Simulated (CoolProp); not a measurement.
n-butane along the isobar 359 kPa: Z from the reference equation and from simpler models built on Tc = 425.1 K, pc = 3796 kPa, ω = 0.201; each cubic takes its own stable root.

Computed with CoolProp (reference Helmholtz-energy equation of state, Bücker 2006).

```csv
T (K),phase,reference
153.6,liquid,0.02277
167.5,liquid,0.02126
181.4,liquid,0.02000
195.2,liquid,0.01894
209.1,liquid,0.01803
223,liquid,0.01726
236.8,liquid,0.01660
250.7,liquid,0.01603
264.6,liquid,0.01554
278.5,liquid,0.01514
292.3,liquid,0.01481
306.2,liquid,0.01455
320.1,gas,0.9108
333.9,gas,0.9236
347.8,gas,0.9341
```

**Question.** How far does each simpler model (van der Waals, Soave-Redlich-Kwong, Peng-Robinson) lie from the reference over these 15 states: mean and median of the absolute difference, and the worst?

**Answer.** 
- van der Waals: mean 1647.5 %, median 62.1 %, worst +6330.9 % at 306.2 K and 359 kPa
- Soave-Redlich-Kwong: mean 6.3 %, median 7.3 %, worst +9.3 % at 153.6 K and 359 kPa
- Peng-Robinson: mean 3.5 %, median 4.4 %, worst -5.1 % at 264.6 K and 359 kPa

At some of these states van der Waals gives the other phase, because its saturation line lies elsewhere.
